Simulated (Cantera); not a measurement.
## Equilibrium for boron, boron nitride and boron oxide: B₂H₆ + H₂O + N₂

Feed: 1 mol B₂H₆, 2.7 mol H₂O, 26 mol N₂, held at 11.0 Pa.

Cantera equilibrium calculation (NASA polynomials, part measured and part estimated; ideal gas, pure solids and liquids). Candidate condensed phases: B, BN, B₂O₃, B₃O₃H₃, H₂O; 39 gas species. The feed counts by its element totals alone. N₂ is the only nitrogen source here; it is nearly inert below about 1500 K, so the nitride shown seldom forms there in practice. Mutual solubility and eutectic melting of coexisting phases are not modelled. Equilibrium is a limit: real reactors are often held back by kinetics, nucleation or transport.

From 550 °C to 1050 °C the condensed part is BN(s) + B₂O₃(l). At 1150 °C the condensed part is BN(s). From 1250 °C to 1750 °C nothing is condensed. The main B-bearing gas is HBO₂ at 550 °C and BO at 1750 °C.

```
T (°C)  log p N₂  log p H₂  log p H  log p BO  log p B₂O₃  log p HBO  log p HBO₂  log p B₂O₂  n BN(s)  n B₂O₃(l)
------  --------  --------  -------  --------  ----------  ---------  ----------  ----------  -------  ---------
550        -4.04     -4.70   -13.49      <-15        <-15     -13.86      -10.58        <-15    0.202      0.899
650        -4.04     -4.70   -11.96      <-15      -13.22     -11.83       -9.37        <-15    0.202      0.899
750        -4.05     -4.70   -10.73    -14.42      -11.01     -10.20       -8.41      -14.00    0.202      0.898
850        -4.05     -4.70    -9.72    -12.18       -9.21      -8.88       -7.63      -11.58    0.204      0.894
950        -4.05     -4.70    -8.87    -10.32       -7.72      -7.77       -6.99       -9.57    0.210      0.873
1050       -4.05     -4.71    -8.15     -8.75       -6.46      -6.84       -6.46       -7.86    0.218      0.716
1150       -4.06     -4.73    -7.54     -7.49       -5.66      -6.14       -6.20       -6.59    0.138          0
1250       -4.06     -4.74    -7.01     -6.78       -5.72      -5.92       -6.34       -6.25        0          0
1350       -4.06     -4.74    -6.53     -6.35       -5.75      -5.91       -6.25       -6.34        0          0
1450       -4.06     -4.75    -6.12     -6.02       -5.80      -5.94       -6.15       -6.49        0          0
1550       -4.07     -4.77    -5.75     -5.77       -5.87      -6.03       -6.04       -6.73        0          0
1650       -4.07     -4.80    -5.43     -5.60       -5.99      -6.17       -5.95       -7.06        0          0
1750       -4.08     -4.86    -5.15     -5.50       -6.15      -6.36       -5.91       -7.43        0          0
```
log p: log10 of the partial pressure in bar; n: condensed amount in mol.
